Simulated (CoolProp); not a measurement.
A simple Rankine cycle with sulfur dioxide: condensing at 308.15 K, boiler at 1.96 MPa, turbine inlet 507 K, turbine efficiency 0.7, pump efficiency 0.6, no recuperator. Each further row changes one setting.

The numbers come from the reference Helmholtz-energy equation of state, Gao 2016 in CoolProp.

| case | thermal efficiency (%) | net work (kJ/kg) | heat in (kJ/kg) | turbine exit temperature (K) | volume ratio over the turbine |
|---|---|---|---|---|---|
| as stated | 10.1 | 48.6 | 480 | 425.9 | 3.12 |
| condensing temperature 300.15 K | 11.6 | 57.2 | 491 | 412.2 | 3.91 |
| boiler pressure 1.37 MPa | 7.6 | 37.1 | 485 | 448.1 | 2.27 |
| turbine efficiency 0.6 | 8.6 | 41.4 | 480 | 435.9 | 3.20 |
